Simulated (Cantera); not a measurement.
A perfectly stirred reactor is fed with CO : H₂ : O₂ : N₂ = 1 : 0.58 : 0.527 : 5.79 (molar parts), equivalence ratio 1.5, at 3.45 atm; it is adiabatic with a 550 K inlet, and is followed from long to short residence time, starting on the burning branch (τ in s: 0.049, 0.022, 0.0099, 0.0045, 0.002, 0.00091, 0.00041, 0.00019, 8.4e-05).

Computed with Cantera and GRI-Mech 3.0 (53 species, 325 reactions). The hydrogen kinetics of GRI-Mech 3.0 are dated; newer H2 mechanisms differ, most at raised pressure.

x: mole fraction; the columns are a selection and need not sum to one.

| τ (s) | T (K) | x CO | x H₂ | x O₂ | x H | x CO₂ | x NO | x H₂O |
|---|---|---|---|---|---|---|---|---|
| 0.049 | 1624 | 0.0567 | 0.0145 | [?] | 0.000717 | 0.0789 | 4.51e-6 | 0.0637 |
| 0.022 | 1621 | 0.0567 | 0.0144 | [?] | 0.00106 | 0.0788 | 6.24e-6 | 0.0636 |
| 0.0099 | 1616 | 0.0568 | 0.0143 | [?] | 0.00155 | 0.0787 | 8.59e-6 | 0.0633 |
| 0.0045 | 1608 | 0.0570 | 0.0142 | [?] | 0.00224 | 0.0785 | 1.16e-5 | 0.0630 |
| 0.0020 | 1595 | 0.0573 | 0.0140 | [?] | 0.00323 | 0.0780 | 1.54e-5 | 0.0626 |
| 0.00091 | 1576 | 0.0581 | 0.0138 | [?] | 0.00454 | 0.0770 | 1.92e-5 | 0.0619 |
| 0.00041 | 1546 | 0.0598 | 0.0135 | [?] | 0.00619 | 0.0750 | 2.21e-5 | 0.0611 |
| 0.00019 | 1500 | 0.0635 | 0.0130 | [?] | 0.00781 | 0.0708 | 2.21e-5 | 0.0604 |
| 8.4e-5 | 1413 | 0.0736 | 0.0128 | [?] | 0.00822 | 0.0600 | 1.51e-5 | 0.0599 |

Question: Complete the blanks.

Answer: 
- 0.049, x O₂: 8.69e-5
- 0.022, x O₂: 0.000140
- 0.0099, x O₂: 0.000231
- 0.0045, x O₂: 0.000389
- 0.0020, x O₂: 0.000683
- 0.00091, x O₂: 0.00121
- 0.00041, x O₂: 0.00221
- 0.00019, x O₂: 0.00412
- 8.4e-5, x O₂: 0.00905
